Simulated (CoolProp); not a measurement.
Isobutene along the isobar 0.32 MPa: density (kg/m³) from the reference equation and from simpler models built on Tc = 418.1 K, pc = 4.016 MPa, ω = 0.193; each cubic takes its own stable root.

The numbers come from the reference Helmholtz-energy equation of state, Lemmon 2005 in CoolProp. It is a short technical equation, of lower accuracy than the large ones.

```tsv
T (K)	phase	reference	van der Waals	Redlich-Kwong	Soave-Redlich-Kwong	Peng-Robinson
257.2	liquid	636.8	9.111	581.3	593.9	670.7
274.8	liquid	616.8	8.421	560.0	574.2	649.4
292.4	liquid	595.7	7.836	8.015	552.2	625.4
310.1	gas	7.575	7.330	7.457	7.494	7.526
327.7	gas	7.052	6.891	6.983	7.009	7.037
345.3	gas	6.613	6.504	6.572	6.589	6.614
363	gas	6.233	6.159	6.208	6.220	6.242
380.6	gas	5.902	5.852	5.888	5.895	5.915
398.2	gas	5.609	5.575	5.602	5.605	5.623
415.9	gas	5.345	5.322	5.342	5.342	5.359
433.5	gas	5.109	5.094	5.108	5.106	5.122
```

At some of these states van der Waals, Redlich-Kwong gives the other phase, because its saturation line lies elsewhere.
